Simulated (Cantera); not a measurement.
What does this Cantera script print?

```python
import numpy as np
import cantera as ct

gas_names = """
    Cu CuF CuF2 Cu2 F F2 H HF H2 H2F2 H3F3 H4F4 H5F5 H6F6 H7F7
""".split()
cond_names = """
    Cu(cr) Cu(L) CuF2(s) CuF2(L)
""".split()


def load(file, names, dense=False):
    # The tables refer to 1 bar. Condensed volumes are neglected.
    table = {s.name: s for s in ct.Species.list_from_file(file)}
    out = []
    for n in names:
        d = dict(table[n].input_data)
        d["thermo"] = dict(d["thermo"], **{"reference-pressure": 1e5})
        if dense:
            d["equation-of-state"] = {"model": "constant-volume", "density": "1e6 g/cm^3"}
        out.append(ct.Species.from_dict(d))
    return out


gas = ct.Solution(thermo="ideal-gas", species=load("nasa_gas.yaml", gas_names))
cond = {s.name: ct.Solution(thermo="fixed-stoichiometry", species=[s], name=s.name)
        for s in load("nasa_condensed.yaml", cond_names, dense=True)}
atoms = {
    'Cu': {'Cu': 1},
    'F2': {'F': 2},
    'H2': {'H': 2},
}
top_T = {}  # K; cautious upper limits of use, not melting points


def equilibrate(T, P, feed):
    n = {}
    for name, mol in feed.items():
        for a, k in atoms[name].items():
            n[a] = n.get(a, 0.0) + k * mol
    gas.TPX = T, P, n
    mass = sum(n.values()) * gas.mean_molecular_weight
    gas.equilibrate("TP")
    valid = [c for c in cond.values() if c.min_temp <= T <= top_T.get(c.name, c.max_temp)]
    mix = ct.Mixture([(gas, mass / gas.mean_molecular_weight)] + [(c, 0.0) for c in valid])
    mix.T, mix.P = T, P
    mix.equilibrate("TP", solver="vcs", rtol=1e-11, max_steps=5000)
    return mix


results = []
feed = {'Cu': 1, 'F2': 2.5, 'H2': 0.83}  # mol
P = 10000  # Pa
for T in [500, 575, 650, 725, 800, 875, 950, 1025, 1100, 1175, 1250, 1325, 1400]:
    mix = equilibrate(T, P, feed)
    results.append((T, P, feed, dict(zip(mix.species_names, mix.species_moles))))
    x = sorted(zip(gas.X, gas.species_names), reverse=True)
    print(f"T = {T:g} K  P = {P:g} Pa  gas = {mix.phase_moles(0):.4g} mol")
    print("   x: " + "  ".join(f"{s} {v:.3e}" for v, s in x if v > 0.001))
    print("   condensed (mol): " + ("  ".join(f"{mix.phase(i).name} {mix.phase_moles(i):.4g}"
          for i in range(1, mix.n_phases) if mix.phase_moles(i) > 1e-12) or "none"))
```

Result:

```
T = 500 K  P = 10000 Pa  gas = 2.33 mol
   x: HF 7.124e-01  F2 2.876e-01
   condensed (mol): CuF2(s) 1
T = 575 K  P = 10000 Pa  gas = 2.33 mol
   x: HF 7.124e-01  F2 2.875e-01
   condensed (mol): CuF2(s) 1
T = 650 K  P = 10000 Pa  gas = 2.331 mol
   x: HF 7.121e-01  F2 2.870e-01
   condensed (mol): CuF2(s) 1
T = 725 K  P = 10000 Pa  gas = 2.335 mol
   x: HF 7.110e-01  F2 2.850e-01  F 3.941e-03
   condensed (mol): CuF2(s) 1
T = 800 K  P = 10000 Pa  gas = 2.346 mol
   x: HF 7.075e-01  F2 2.786e-01  F 1.388e-02
   condensed (mol): CuF2(s) 1
T = 875 K  P = 10000 Pa  gas = 2.376 mol
   x: HF 6.986e-01  F2 2.626e-01  F 3.872e-02
   condensed (mol): CuF2(s) 1
T = 950 K  P = 10000 Pa  gas = 2.438 mol
   x: HF 6.809e-01  F2 2.306e-01  F 8.848e-02
   condensed (mol): CuF2(s) 0.9999
T = 1025 K  P = 10000 Pa  gas = 2.544 mol
   x: HF 6.526e-01  F2 1.797e-01  F 1.675e-01
   condensed (mol): CuF2(s) 0.9994
T = 1100 K  P = 10000 Pa  gas = 2.688 mol
   x: HF 6.175e-01  F 2.627e-01  F2 1.179e-01  CuF2 1.870e-03
   condensed (mol): CuF2(s) 0.995
T = 1175 K  P = 10000 Pa  gas = 2.84 mol
   x: HF 5.845e-01  F 3.442e-01  F2 6.378e-02  CuF2 7.534e-03
   condensed (mol): CuF2(L) 0.9786
T = 1250 K  P = 10000 Pa  gas = 2.984 mol
   x: HF 5.563e-01  F 3.900e-01  F2 2.956e-02  CuF2 2.411e-02
   condensed (mol): CuF2(L) 0.9281
T = 1325 K  P = 10000 Pa  gas = 3.171 mol
   x: HF 5.234e-01  F 3.977e-01  CuF2 6.645e-02  F2 1.243e-02
   condensed (mol): CuF2(L) 0.7893
T = 1400 K  P = 10000 Pa  gas = 3.559 mol
   x: HF 4.665e-01  F 3.671e-01  CuF2 1.617e-01  F2 4.715e-03
   condensed (mol): CuF2(L) 0.4245
```

Equilibrium computed with Cantera from the NASA thermochemical tables; the gas is ideal and each condensed phase is pure.
